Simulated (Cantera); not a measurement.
A Cantera script and its output.

```python
import numpy as np
import cantera as ct

surf = ct.Interface("ptcombust.yaml", "Pt_surf")
gas = surf.adjacent["gas"]
gas.TPX = 300, 42000, {'CH4': 0.027, 'O2': 0.071, 'N2': 0.79}
jet = ct.ImpingingJet(gas=gas, width=0.059, surface=surf)
jet.inlet.mdot, jet.inlet.T, jet.inlet.X = 0.039, 300, {'CH4': 0.027, 'O2': 0.071, 'N2': 0.79}
jet.set_refine_criteria(ratio=10, slope=0.2, curve=0.3)
show, cover = ['CH4', 'O2', 'H2O', 'OH', 'CO', 'CO2'], ["PT(S)", "H(S)", "O(S)", "OH(S)", "CO(S)", "C(S)"]

rows = []
print(f"{'Ts/K':>7s}" + "".join(f"{s:>11s}" for s in show + cover) + "   (gas at the wall, coverages)")
for i, Ts in enumerate([900, 950, 1000, 1050, 1100, 1150]):
    jet.surface.T = Ts
    if i == 0:
        surf.TP = Ts, 42000
        surf.coverages = "PT(S):0.5, O(S):0.5"
        surf.advance_coverages(1.0)
        jet.set_initial_guess(products="inlet")
    jet.solve(loglevel=0, auto=(i == 0))
    rows.append([*(jet.X[gas.species_index(s), -1] for s in show), *surf[cover].coverages])
    print(f"{Ts:7g}" + "".join(f"{x:11.3e}" for x in rows[-1]))
```

It prints:

```
   Ts/K        CH4         O2        H2O         OH         CO        CO2      PT(S)       H(S)       O(S)      OH(S)      CO(S)       C(S)   (gas at the wall, coverages)
    900  8.397e-03  3.333e-02  4.107e-02  2.124e-08  3.089e-06  2.689e-02  1.844e-01  1.871e-07  8.122e-01  3.372e-03  1.491e-05  5.301e-08
    950  4.592e-03  2.533e-02  4.801e-02  5.836e-08  2.390e-06  3.151e-02  2.606e-01  4.760e-07  7.360e-01  3.368e-03  9.264e-06  4.432e-08
   1000  2.824e-03  2.164e-02  5.116e-02  1.466e-07  2.011e-06  3.363e-02  3.357e-01  9.832e-07  6.612e-01  3.112e-03  5.695e-06  3.558e-08
   1050  1.914e-03  1.976e-02  5.272e-02  3.358e-07  1.826e-06  3.469e-02  4.082e-01  1.795e-06  5.890e-01  2.782e-03  3.635e-06  2.892e-08
   1100  1.396e-03  1.874e-02  5.353e-02  7.077e-07  1.762e-06  3.525e-02  4.775e-01  3.018e-06  5.201e-01  2.445e-03  2.435e-06  2.413e-08
   1150  1.075e-03  1.818e-02  5.395e-02  1.389e-06  1.791e-06  3.552e-02  5.427e-01  4.775e-06  4.551e-01  2.127e-03  1.711e-06  2.069e-08
```

Detailed kinetics in Cantera: Deutschmann's 1995 Pt surface mechanism with GRI-Mech 3.0 gas chemistry. Catalytic surfaces can have several steady states; this one follows from the mechanism file's or the stated starting coverage.
